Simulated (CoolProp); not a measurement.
Vapour-liquid equilibrium of toluene (1) + n-decane (2) at 0.292 MPa; x and y are mole fractions of (1).

The numbers come from the multi-fluid Helmholtz-energy mixture model, Lemmon 2006 and Lemmon 2006; pair parameters Bell 2016 in CoolProp.

```tsv
x	bubble temperature, mixture model (K)	bubble temperature, Raoult's law (K)	y, mixture model	y, Raoult's law
0.05	488.6	487.8	0.138	0.165
0.125	480.4	479.3	0.319	0.358
0.2	472.7	471.8	0.466	0.502
0.275	465.6	465.2	0.582	0.612
0.35	459.2	459.3	0.673	0.697
0.425	453.6	453.9	0.744	0.764
0.5	448.6	449.1	0.800	0.818
0.575	444.2	444.7	0.845	0.862
0.65	440.3	440.7	0.882	0.897
0.725	436.7	437.1	0.914	0.927
0.8	433.5	433.7	0.941	0.952
0.875	430.4	430.5	0.965	0.972
0.95	427.6	427.6	0.986	0.990
```

The largest gap from Raoult's law is +1.1 K in bubble temperature, at x = 0.125. No azeotrope shows between x = 0.05 and 0.95.

Pair parameters are fitted to limited data, so mixtures are less certain than the pure fluids. The gap from Raoult's law changes sign with composition, which may be real or a fault of the pair parameters; it wasn't checked against measurements.
